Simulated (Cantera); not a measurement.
An adiabatic, constant-pressure homogeneous reactor starts with CH₄ : H₂ : O₂ : N₂ = 1 : 0.08 : 1.7 : 6.39 (molar parts), at 1575 K and 18.0 bar. Integrator tolerance rtol = 1e-08.

Cantera simulation using GRI-Mech 3.0 (53 species, 325 reactions); the numbers are that mechanism's predictions, not measurements. The pressure lies above the range GRI-Mech 3.0 was tuned for (to about 10 atm). Above 3000 K some thermodynamic fits are extrapolated.

```json
[
 {"quantity": "time of steepest temperature rise", "before": "45.8 µs", "after": "10.9 µs"},
 {"quantity": "temperature at 0.300 s", "before": "2989 K", "after": "3087 K"},
 {"quantity": "equilibrium temperature", "before": "2989 K", "after": "3087 K"},
 {"quantity": "x(CH₄) at 0.300 s", "before": "1.69e-12 (gas-phase equilibrium 2.02e-12)", "after": "1.89e-12 (gas-phase equilibrium 2.27e-12)"},
 {"quantity": "x(H₂) at 0.300 s", "before": "0.0301 (gas-phase equilibrium 0.0301)", "after": "0.0330 (gas-phase equilibrium 0.0330)"},
 {"quantity": "x(O₂) at 0.300 s", "before": "0.00361 (gas-phase equilibrium 0.00361)", "after": "0.00525 (gas-phase equilibrium 0.00525)"},
 {"quantity": "x(C₂H₂) at 0.300 s", "before": "<1e-12 (gas-phase equilibrium <1e-12)", "after": "<1e-12 (gas-phase equilibrium <1e-12)"},
 {"quantity": "x(C₂H) at 0.300 s", "before": "<1e-12 (gas-phase equilibrium <1e-12)", "after": "<1e-12 (gas-phase equilibrium <1e-12)"},
 {"quantity": "x(HCO) at 0.300 s", "before": "5.06e-7 (gas-phase equilibrium 5.06e-7)", "after": "6.84e-7 (gas-phase equilibrium 6.84e-7)"},
 {"quantity": "x(H) at 0.300 s", "before": "0.00630 (gas-phase equilibrium 0.00630)", "after": "0.00884 (gas-phase equilibrium 0.00884)"}
]
```

Which change was made?
A) initial temperature 1575 to 1775 K
B) pressure from 18.0 bar to 1.40 bar
C) initial temperature 1575 to 1200 K
D) initial temperature 1575 to 1150 K

A, initial temperature 1575 to 1775 K
